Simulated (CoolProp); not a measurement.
Vapour-liquid equilibrium of n-pentane (1) + benzene (2) at 338.5 K; x and y are mole fractions of (1).

Values from CoolProp's multi-fluid Helmholtz-energy mixture model, Thol 2019 and Thol 2012; pair parameters Bell 2016.

Question: Give the bubble pressure and the first vapour's composition at x = 0.5, 0.65, 0.8. Is there an azeotrope?

Answer: x = 0.5: 175.2 kPa, y = 0.783; x = 0.65: 197.7 kPa, y = 0.851; x = 0.8: 219.7 kPa, y = 0.915. No azeotrope shows between x = 0.05 and 0.95.

The pair parameters rest on a limited set of measurements; away from them the model extrapolates.
